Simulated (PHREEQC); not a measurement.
Solution (25 °C): 0.0035 mol/kgw H2SO4 and 0.0001 mol/kgw CuSO4. Closed to the air; pH follows from the charge balance.

Model: ion-association model, phreeqc.dat, run in PHREEQC.

Precipitation was switched off in this run.

Task: Predict the pH, ionic strength, specific conductance.

Result: pH 2.26; ionic strength 0.00877 mol/kgw; specific conductance 2370 µS/cm.

Task: In which forms is Cu present?

Result: Cu+2 80 %, CuSO4 20 % of the Cu.

Complexes and solids missing from the database can't appear.
